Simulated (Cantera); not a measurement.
Charge: 1 mol HF, 1.1 mol O₂, equilibrated at 2075 K and 100 Torr.

Cantera equilibrium calculation (NASA polynomials, part measured and part estimated; ideal gas, pure solids and liquids). Candidate condensed phases: H₂O; 22 gas species. The numbers say what is thermodynamically allowed, not how fast it happens.

Base state: O₂ 0.521, HF 0.474, O 0.00230, F 0.00175, H₂O 0.000629, OH 0.000480 (mole fractions); condensed: gas only.

### Question
What changes in the equilibrium state with this change: HF replaced by SO₂?

### Answer
```tsv
species	before	after
O₂	0.521	0.522
SO₂	0	0.475
O	0.00230	0.00231
HF	0.474	0
F	0.00175	0
H₂O	0.000629	0
SO₃	0	0.000574
SO	0	0.000514
OH	0.000480	0
```
Further candidate phases: S.

### Question
What changes in the equilibrium state with this change: temperature from 2075 K to 2723.15 K?

### Answer
| species | before | after |
|---|---|---|
| O₂ | 0.521 | 0.457 |
| HF | 0.474 | 0.436 |
| O | 0.00230 | 0.0736 |
| F | 0.00175 | 0.0186 |
| H | 7.95e-6 | 0.00240 |
| H₂ | 1.19e-6 | 0.000200 |
| OH | 0.000480 | 0.00966 |

### Question
What changes in the equilibrium state with this change: O₂ from 1.1 to 0.057 mol?

### Answer
| species | before | after |
|---|---|---|
| HF | 0.474 | 0.943 |
| O₂ | 0.521 | 0.0530 |
| F | 0.00175 | 0.00181 |
| O | 0.00230 | 0.000735 |
| H | 7.95e-6 | 1.53e-5 |
| OH | 0.000480 | 0.000295 |
| H₂O | 0.000629 | 0.000744 |
